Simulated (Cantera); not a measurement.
An isothermal, constant-pressure homogeneous reactor starts with CO : O2 : H2O : N2 : CH4 = 0.018 : 0.003 : 0.00012 : 1 : 0.076 (molar parts), at 1500 K and 36000 Pa.

Cantera simulation using GRI-Mech 3.0 (53 species, 325 reactions); the numbers are that mechanism's predictions, not measurements. GRI-Mech 3.0 stops at C3 and has no aromatics, soot or wall deposition, so with more carbon than oxygen in the feed, carbon stays in small species such as C2H2 where larger ones or solid carbon would form.

Predict: x(CO) at 5.00 s; x(H2O) at 5.00 s; x(H) at 5.00 s.


```
Property                                           Result
----------------  ---------------------------------------
x(CO) at 5.00 s     0.0175 (gas-phase equilibrium 0.0205)
x(H2O) at 5.00 s  0.00277 (gas-phase equilibrium 1.26e-8)
x(H) at 5.00 s    6.58e-6 (gas-phase equilibrium 9.26e-6)
```
